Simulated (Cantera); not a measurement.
## Catalytic stagnation flow on Pt

A jet of 2.32 % CH4, 5.92 % O2, 91.8 % N2, equivalence ratio 0.78 at 300 K and 0.220 bar hits a platinum plate 4.1 cm away at a mass flux of 0.15 kg/m²/s; the plate temperature is set and raised in steps from an oxygen-covered start.

Cantera simulation using Deutschmann's 1995 Pt surface mechanism with GRI-Mech 3.0 gas chemistry; the numbers are that mechanism's predictions, not measurements. Catalytic surfaces can have several steady states; this one follows from the mechanism file's or the stated starting coverage.

```json
[
 {"plate T (K)": "950", "wall x CH4": "0.00858", "wall x O2": "0.0282", "wall x H2O": "0.0272", "wall x OH": "5.54e-8", "wall x CO": "4.85e-6", "wall x CO2": "0.0179", "θ free Pt": "0.296", "θ O*": "0.702", "θ OH*": "0.00191"},
 {"plate T (K)": "1000", "wall x CH4": "0.00591", "wall x O2": "0.0226", "wall x H2O": "0.0321", "wall x OH": "1.45e-7", "wall x CO": "4.65e-6", "wall x CO2": "0.0212", "θ free Pt": "0.379", "θ O*": "0.619", "θ OH*": "0.00184"},
 {"plate T (K)": "1050", "wall x CH4": "0.00428", "wall x O2": "0.0192", "wall x H2O": "0.0351", "wall x OH": "3.40e-7", "wall x CO": "4.61e-6", "wall x CO2": "0.0231", "θ free Pt": "0.459", "θ O*": "0.540", "θ OH*": "0.00167"},
 {"plate T (K)": "1100", "wall x CH4": "0.00327", "wall x O2": "0.0170", "wall x H2O": "0.0368", "wall x OH": "7.22e-7", "wall x CO": "4.76e-6", "wall x CO2": "0.0243", "θ free Pt": "0.534", "θ O*": "0.465", "θ OH*": "0.00147"},
 {"plate T (K)": "1150", "wall x CH4": "0.00262", "wall x O2": "0.0157", "wall x H2O": "0.0380", "wall x OH": "1.42e-6", "wall x CO": "5.11e-6", "wall x CO2": "0.0251", "θ free Pt": "0.603", "θ O*": "0.396", "θ OH*": "0.00127"},
 {"plate T (K)": "1200", "wall x CH4": "0.00218", "wall x O2": "0.0149", "wall x H2O": "0.0387", "wall x OH": "2.61e-6", "wall x CO": "5.69e-6", "wall x CO2": "0.0255", "θ free Pt": "0.665", "θ O*": "0.334", "θ OH*": "0.00109"},
 {"plate T (K)": "1250", "wall x CH4": "0.00188", "wall x O2": "0.0143", "wall x H2O": "0.0391", "wall x OH": "4.52e-6", "wall x CO": "6.55e-6", "wall x CO2": "0.0258", "θ free Pt": "0.721", "θ O*": "0.278", "θ OH*": "0.000923"},
 {"plate T (K)": "1300", "wall x CH4": "0.00166", "wall x O2": "0.0140", "wall x H2O": "0.0394", "wall x OH": "7.44e-6", "wall x CO": "7.74e-6", "wall x CO2": "0.0260", "θ free Pt": "0.769", "θ O*": "0.230", "θ OH*": "0.000778"}
]
```
x: mole fraction at the wall; θ: surface coverage.
